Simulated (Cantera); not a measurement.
**Silicon oxide and oxynitride deposition: SiH2Cl2 + NO**

Input: 1 mol SiH2Cl2, 5.2 mol NO, equilibrated at 0.0100 bar.

Cantera equilibrium calculation (NASA polynomials, part measured and part estimated; ideal gas, pure solids and liquids). Candidate condensed phases: H2O, NH4Cl, Si, SiO2, Si2N2O, Si3N4; 47 gas species. The tables hold silica as quartz up to 1696 K and as liquid above; real silica turns to tridymite and cristobalite and melts near 1996 K. Kinetics and transport are ignored.

From 1025 K to 1625 K the condensed part is SiO2(β-quartz). From 1725 K to 1825 K the condensed part is SiO2(condensed).

| T (K) | x N2 | x HCl | x O2 | x Cl | x H2O | x Cl2 | n SiO2(β-quartz) | n SiO2(condensed) |
|---|---|---|---|---|---|---|---|---|
| 1025 | 0.426 | 0.264 | 0.246 | 0.000987 | 0.0316 | 0.0312 | 1.00 | 0 |
| 1125 | 0.424 | 0.276 | 0.248 | 0.00314 | 0.0250 | 0.0234 | 1.00 | 0 |
| 1225 | 0.422 | 0.282 | 0.249 | 0.00800 | 0.0212 | 0.0172 | 1.00 | 0 |
| 1325 | 0.420 | 0.283 | 0.248 | 0.0167 | 0.0200 | 0.0117 | 1.00 | 0 |
| 1425 | 0.417 | 0.278 | 0.246 | 0.0290 | 0.0216 | 0.00713 | 1.00 | 0 |
| 1525 | 0.415 | 0.268 | 0.242 | 0.0435 | 0.0257 | 0.00398 | 1.00 | 0 |
| 1625 | 0.413 | 0.255 | 0.238 | 0.0591 | 0.0315 | 0.00216 | 1.00 | 0 |
| 1725 | 0.410 | 0.239 | 0.232 | 0.0754 | 0.0385 | 0.00119 | 0 | 1.000 |
| 1825 | 0.408 | 0.221 | 0.226 | 0.0921 | 0.0458 | 0.000673 | 0 | 1.000 |
x: gas mole fraction; n: condensed amount in mol.
